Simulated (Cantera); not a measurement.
Mixture: CO : H2 : O2 : N2 = 1 : 1.3 : 1.95 : 13.4 (molar parts), equivalence ratio 0.59, at 10.0 bar, adiabatic and at constant pressure. Ignition delay is the time to a rise of 400 K.

Computed with Cantera and GRI-Mech 3.0 (53 species, 325 reactions). The hydrogen kinetics of GRI-Mech 3.0 are dated; newer H2 mechanisms differ, most at raised pressure. Where the delays flatten at high temperature, the 400 K rule measures the pace of heat release, not the induction time.

Problem. What does this change do: 0.18 parts CO2 added?

Solution. 
```tsv
quantity	before	after
delay at 1200 K	54.5 µs	57.3 µs
delay at 1400 K	5.32 µs	5.44 µs
delay at 1600 K	3.04 µs	3.13 µs
delay at 1800 K	2.57 µs	2.69 µs
```
